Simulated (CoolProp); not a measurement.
A simple Rankine cycle with c-C4F8 (RC318): condensing at 312.15 K, boiler at 1.69 MPa, turbine inlet 499 K, turbine efficiency 0.75, pump efficiency 0.6, no recuperator. Each further row changes one setting.

Model: reference Helmholtz-energy equation of state, Platzer 1990, in CoolProp. This equation is an older, rougher fit; its heat capacities, sound speeds and derivatives of the liquid may be far off and weren't checked against measurements.

| case | thermal efficiency (%) | net work (kJ/kg) | heat in (kJ/kg) | turbine exit temperature (K) | volume ratio over the turbine |
|---|---|---|---|---|---|
| as stated | 6.2 | 16.7 | 269 | 476.5 | 3.57 |
| condensing temperature 304.15 K | 7.2 | 20.0 | 278 | 472.7 | 4.52 |
| boiler pressure 1.18 MPa | 4.6 | 12.4 | 271 | 483.4 | 2.47 |
| turbine efficiency 0.65 | 5.3 | 14.3 | 269 | 478.8 | 3.59 |
